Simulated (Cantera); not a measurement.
Equilibrium for carbothermic reduction: Ta2O5 + C + CO

Feed: 1 mol Ta2O5, 2.1 mol C, 2.9 mol CO, held at 1900 K and 0.280 bar.

Method: chemical equilibrium by Gibbs-energy minimisation in Cantera with the NASA 1993 tables (ideal gas, pure condensed phases). Candidate condensed phases: C, Ta, TaC, Ta2O5; 15 gas species. Mutual solubility and eutectic melting of coexisting phases are not modelled. TaC: taken at fixed stoichiometry. Condensed phases not in the tables: Ta2C. The numbers say what is thermodynamically allowed, not how fast it happens.

The x(CO) comes out as 0.999 and the x(CO2) is 0.00141. The n(TaC(s)) comes out as 0.602 mol. The n(Ta2O5(s)) is 0.699 mol, the gas amount comes out as 4.398 mol and the log10 activity of Ta(s) (absent) is -1.78. The log10 activity of C(graphite) (absent) is -2.08.
